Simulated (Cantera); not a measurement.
Source: NASA polynomial tables (part measured, part estimated), evaluated in Cantera. Values are per mole of reaction as written; species without (g) are pure solids or liquids, kept so even where they would boil at 1 bar.

Task: Between 723 and 1023 K, where is each reaction favourable under standard conditions?
- Fe(OH)₂ ⇌ H₂(g) + O₂(g) + Fe

Result: 
- Fe(OH)₂ ⇌ H₂(g) + O₂(g) + Fe: ΔG° is 378 kJ at 723 K and 301 kJ at 1023 K; it stays positive (K < 1). ΔH° is 563 kJ and ΔS° 256 J/K at 1023 K.
